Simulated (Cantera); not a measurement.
Feed: 1 mol SiH2Cl2, 0.29 mol NH3, 2.2 mol H2, equilibrated at 0.000180 bar.

These are equilibrium values from Cantera (NASA tables, ideal gas, pure condensed phases), not measurements of a reactor. Candidate condensed phases: NH4Cl, Si, Si3N4; 28 gas species. Gases not in the tables: Si2H6 and higher silanes. Equilibrium is a limit: real reactors are often held back by kinetics, nucleation or transport.

Question: Which condensed phases are stable at each of these points (T (°C)): 1275, 1325, 1375, 1425, 1475, 1525, 1575?

Answer: 
| T (°C) | condensed phases | Si condensed (%) |
|---|---|---|
| 1275 | Si(s) | 38.6 |
| 1325 | Si(s) | 37.9 |
| 1375 | Si(s) | 37.0 |
| 1425 | Si(l) | 35.6 |
| 1475 | Si(l) | 34.2 |
| 1525 | Si(l) | 30.2 |
| 1575 | Si(l) | 21.3 |

From 1275 °C to 1375 °C the condensed part is Si(s). From 1425 °C to 1575 °C the condensed part is Si(l).
